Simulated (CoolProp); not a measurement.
Properties of water at several states (Tc = 373.9 °C, pc = 22060 kPa, ω = 0.344).

Computed with CoolProp (reference Helmholtz-energy equation of state, Wagner 2002).

| T (°C) | p (kPa) | phase | Z | isothermal compressibility (1/MPa) | Prandtl number |
|---|---|---|---|---|---|
| 234.55 | 14900 | liquid | 0.07641 | 0.001088 | 0.838 |
| 33.45 | 31000 | liquid | 0.2174 | 0.0004121 | 4.81 |
| 43.35 | 40 | liquid | [?] | 0.0004418 | 4.05 |
| 450.25 | 10800 | gas | [?] | 0.1061 | 1.04 |
| 41.55 | 21500 | liquid | 0.1479 | 0.0004185 | [?] |

What belongs in the gaps?


- 43.35, Z: 0.0002764
- 450.25, Z: 0.8830
- 41.55, Prandtl number: 4.10

Viscosity comes from a separate model (Huber 2009). Thermal conductivity comes from a separate model (Huber 2012).
